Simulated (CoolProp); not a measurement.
Saturation properties of R1234yf (Tc = 367.8 K, pc = 33.84 bar, ω = 0.276).

Model: reference Helmholtz-energy equation of state, Lemmon 2022, in CoolProp.

```
T (K)  p (bar)  liquid density (kg/m³)  vapour density (kg/m³)  enthalpy of vaporisation (kJ/kg)  liquid viscosity (µPa s)
-----  -------  ----------------------  ----------------------  --------------------------------  ------------------------
261.3    2.070                    1212                   11.75                             170.8                       230
266.9    2.541                    1195                   14.30                             167.4                       214
272.5    3.090                    1178                   17.26                             163.9                       200
278.1    3.724                    1160                   20.70                             160.2                       186
283.7    4.452                    1142                   24.67                             156.4                       174
289.3    5.283                    1123                   29.24                             152.3                       162
294.9    6.225                    1103                   34.49                             148.1                       151
300.5    7.288                    1083                   40.52                             143.6                       141
```

It boils at 243.7 K under 1 atm.

Viscosity comes from a separate model (Bell 2016), an estimate that may be off by 10 % or more.
